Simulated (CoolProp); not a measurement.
The fluid at 369.65 K and 0.305 MPa flows at 1.4 m/s in a round tube of 2 mm bore and 15 µm roughness, fully developed (64/Re and Nu = 3.66 if laminar; Colebrook and Gnielinski if turbulent). The same conditions are run with several fluids, on thermodynamics alone (safety and materials aside).

Values from CoolProp's reference Helmholtz-energy equation of state of each fluid (CH2F2 (R32): Tillner-Roth 1997; R152A: Outcalt 1996; nitrogen: Span 2000).

```json
[
 {"fluid": "CH2F2 (R32)", "Reynolds number": "891", "Darcy friction factor": "0.0718", "pressure drop (Pa/m)": "185", "heat-transfer coefficient (W/(m² K))": "36.7", "mass flow (kg/h)": "0.0832"},
 {"fluid": "R152A", "Reynolds number": "1370", "Darcy friction factor": "0.0467", "pressure drop (Pa/m)": "(withheld)", "heat-transfer coefficient (W/(m² K))": "38.9", "mass flow (kg/h)": "(withheld)"},
 {"fluid": "nitrogen", "Reynolds number": "371", "Darcy friction factor": "(withheld)", "pressure drop (Pa/m)": "(withheld)", "heat-transfer coefficient (W/(m² K))": "56.5", "mass flow (kg/h)": "(withheld)"}
]
```

Q: Fill in the missing entries.

A: 
- R152A, pressure drop (Pa/m): 155
- R152A, mass flow (kg/h): 0.107
- nitrogen, Darcy friction factor: 0.173
- nitrogen, pressure drop (Pa/m): 235
- nitrogen, mass flow (kg/h): 0.0440

Transport values come from each fluid's own correlations; those of CH2F2 (R32), R152A are estimates that may be off by 10 % or more.
